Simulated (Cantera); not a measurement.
A perfectly stirred reactor is fed with N2O : O2 = 1 : 2.8 (molar parts), at 0.00947 atm; it is held at 1575 K, and followed from long to short residence time.

Computed with Cantera and GRI-Mech 3.0 (53 species, 325 reactions). GRI-Mech 3.0 was tuned for natural gas; its chemistry of N2O as a main component is partial and can be far from experiment. Radical loss at walls, strong at low pressure, is not modelled. The temperature is held fixed by assumption; the heat of reaction is taken as removed at once.

Task: What does this change do: N2O 1 to 0.27 parts?

Result: 
```json
[
 {"quantity": "x(N2O) at τ = 0.550 s", "before": "0.146", "after": "0.0506"},
 {"quantity": "x(O2) at τ = 0.550 s", "before": "0.736", "after": "0.908"},
 {"quantity": "x(NO) at τ = 0.550 s", "before": "0.0296", "after": "0.0102"},
 {"quantity": "x(O) at τ = 0.550 s", "before": "0.000141", "after": "0.000141"},
 {"quantity": "x(N2) at τ = 0.550 s", "before": "0.0887", "after": "0.0307"},
 {"quantity": "x(N2O) at τ = 17.0 ms", "before": "0.257", "after": "0.0861"},
 {"quantity": "x(O2) at τ = 17.0 ms", "before": "0.737", "after": "0.912"},
 {"quantity": "x(NO) at τ = 17.0 ms", "before": "0.00154", "after": "0.000471"},
 {"quantity": "x(O) at τ = 17.0 ms", "before": "0.000135", "after": "0.000123"},
 {"quantity": "x(N2) at τ = 17.0 ms", "before": "0.00473", "after": "0.00153"}
]
```

Task: What does this change do: temperature 1575 to 1000 K?

Result: 
```tsv
quantity	before	after
x(N2O) at τ = 0.550 s	0.146	0.263
x(O2) at τ = 0.550 s	0.736	0.737
x(NO) at τ = 0.550 s	0.0296	3.52e-7
x(O) at τ = 0.550 s	0.000141	4.17e-8
x(N2) at τ = 0.550 s	0.0887	8.68e-6
x(N2O) at τ = 17.0 ms	0.257	0.263
x(O2) at τ = 17.0 ms	0.737	0.737
x(NO) at τ = 17.0 ms	0.00154	8.42e-9
x(O) at τ = 17.0 ms	0.000135	3.22e-8
x(N2) at τ = 17.0 ms	0.00473	2.39e-7
```
The mechanism lacks the step 2 NO + O2 → 2 NO2, which can matter for NO2 below about 1400 K.
